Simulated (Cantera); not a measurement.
**Reactions in the system N-O-V**

Source: NASA polynomial tables (part measured, part estimated), evaluated in Cantera. Values are per mole of reaction as written; species without (g) are pure solids or liquids, kept so even where they would boil at 1 bar. VN: taken at fixed stoichiometry.

4 NO(g) + 6 V = V2O4 + 4 VN

| T (K) | ΔH° (kJ) | ΔS° (J/K) | ΔG° (kJ) | log10 K |
|---|---|---|---|---|
| 723 | -2634.8 | -705.6 | -2124.7 | 153.50 |
| 823 | -2629.1 | -698.2 | -2054.5 | 130.39 |
| 923 | -2623.4 | -691.7 | -1985.0 | 112.33 |
| 1023 | -2617.6 | -685.7 | -1916.2 | 97.84 |
| 1123 | -2611.7 | -680.1 | -1847.9 | 85.95 |
| 1223 | -2605.7 | -675.1 | -1780.1 | 76.03 |
| 1323 | -2599.9 | -670.5 | -1712.8 | 67.63 |
| 1423 | -2594.1 | -666.3 | -1646.0 | 60.42 |

4 O3(g) + 6 VN = 3 V2O3 + 3 N2O(g)

```json
[
 {"T (K)": "723", "ΔH° (kJ)": "-2658.6", "ΔS° (J/K)": "-188.2", "ΔG° (kJ)": "-2522.5", "log10 K": "182.24"},
 {"T (K)": "823", "ΔH° (kJ)": "-2655.3", "ΔS° (J/K)": "-183.9", "ΔG° (kJ)": "-2503.9", "log10 K": "158.92"},
 {"T (K)": "923", "ΔH° (kJ)": "-2652.0", "ΔS° (J/K)": "-180.2", "ΔG° (kJ)": "-2485.7", "log10 K": "140.67"},
 {"T (K)": "1023", "ΔH° (kJ)": "-2648.7", "ΔS° (J/K)": "-176.7", "ΔG° (kJ)": "-2467.9", "log10 K": "126.01"},
 {"T (K)": "1123", "ΔH° (kJ)": "-2644.9", "ΔS° (J/K)": "-173.2", "ΔG° (kJ)": "-2450.4", "log10 K": "113.97"},
 {"T (K)": "1223", "ΔH° (kJ)": "-2640.7", "ΔS° (J/K)": "-169.6", "ΔG° (kJ)": "-2433.2", "log10 K": "103.92"},
 {"T (K)": "1323", "ΔH° (kJ)": "-2636.1", "ΔS° (J/K)": "-166.0", "ΔG° (kJ)": "-2416.5", "log10 K": "95.41"},
 {"T (K)": "1423", "ΔH° (kJ)": "-2631.5", "ΔS° (J/K)": "-162.6", "ΔG° (kJ)": "-2400.0", "log10 K": "88.10"}
]
```
